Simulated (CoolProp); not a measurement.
Neopentane along the isobar 4.37 MPa: density (kg/m³) from the reference equation and from simpler models built on Tc = 433.7 K, pc = 3.196 MPa, ω = 0.196; each cubic takes its own stable root.

Values from CoolProp's reference Helmholtz-energy equation of state, Lemmon 2006. It is a short technical equation, of lower accuracy than the large ones.

| T (K) | phase | reference |
|---|---|---|
| 277.8 | liquid | 612.3 |
| 287 | liquid | 603.1 |
| 296.2 | liquid | 593.7 |
| 305.5 | liquid | 584.0 |
| 314.7 | liquid | 574.1 |
| 323.9 | liquid | 563.9 |
| 333.1 | liquid | 553.3 |
| 342.3 | liquid | 542.3 |
| 351.5 | liquid | 530.9 |
| 360.7 | liquid | 518.8 |
| 369.9 | liquid | 506.1 |
| 379.1 | liquid | 492.5 |
| 388.3 | liquid | 477.9 |
| 397.5 | liquid | 462.0 |
| 406.7 | liquid | 444.5 |

**Question.** How far does each simpler model (van der Waals, Redlich-Kwong, Soave-Redlich-Kwong, Peng-Robinson) lie from the reference over these 15 states: mean and median of the absolute difference, and the worst?

**Answer.** 
- van der Waals: mean 34.2 %, median 34.4 %, worst -35.3 % at 277.8 K and 4.37 MPa
- Redlich-Kwong: mean 8.9 %, median 8.5 %, worst -12.4 % at 406.7 K and 4.37 MPa
- Soave-Redlich-Kwong: mean 6.5 %, median 5.9 %, worst -10.5 % at 406.7 K and 4.37 MPa
- Peng-Robinson: mean 5.5 %, median 6.3 %, worst +7.5 % at 277.8 K and 4.37 MPa
